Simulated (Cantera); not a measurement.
Titanium nitride, carbide and oxide coatings: TiCl₄ + H₂O

Input: 1 mol TiCl₄, 0.32 mol H₂O, equilibrated at 0.133 bar.

These are equilibrium values from Cantera (NASA tables, ideal gas, pure condensed phases), not measurements of a reactor. Candidate condensed phases: H₂O, Ti, TiCl₂, TiCl₃, TiCl₄, TiO, TiO₂, Ti₂O₃, Ti₃O₅, Ti₄O₇; 23 gas species. The tables' values for TiCl₂ are old estimates; treat these amounts as uncertain. Kinetics and transport are ignored.

| T (K) | log p TiCl₄ | log p HCl | log p TiCl₃ | log p Cl | n TiO₂(rutile) |
|---|---|---|---|---|---|
| 1625 | -1.14 | -1.24 | -2.74 | -2.81 | 0.160 |
| 1650 | -1.14 | -1.25 | -2.66 | -2.73 | 0.160 |
| 1675 | -1.14 | -1.25 | -2.58 | -2.65 | 0.160 |
| 1700 | -1.15 | -1.25 | -2.51 | -2.57 | 0.160 |
| 1725 | -1.15 | -1.25 | -2.44 | -2.49 | 0.159 |
| 1750 | -1.16 | -1.25 | -2.37 | -2.42 | 0.159 |
| 1775 | -1.17 | -1.26 | -2.30 | -2.34 | 0.159 |
| 1800 | -1.18 | -1.26 | -2.23 | -2.28 | 0.159 |
| 1825 | -1.19 | -1.26 | -2.17 | -2.21 | 0.158 |
| 1850 | -1.20 | -1.26 | -2.11 | -2.15 | 0.158 |
| 1875 | -1.21 | -1.27 | -2.05 | -2.09 | 0.158 |
| 1900 | -1.22 | -1.27 | -2.00 | -2.03 | 0.157 |
| 1925 | -1.24 | -1.28 | -1.95 | -1.97 | 0.156 |
| 1950 | -1.26 | -1.28 | -1.90 | -1.92 | 0.155 |
log p: log10 of the partial pressure in bar; n: condensed amount in mol.

From 1625 K to 1950 K the condensed part is TiO₂(rutile). The main Ti-bearing gas is TiCl₄ throughout.
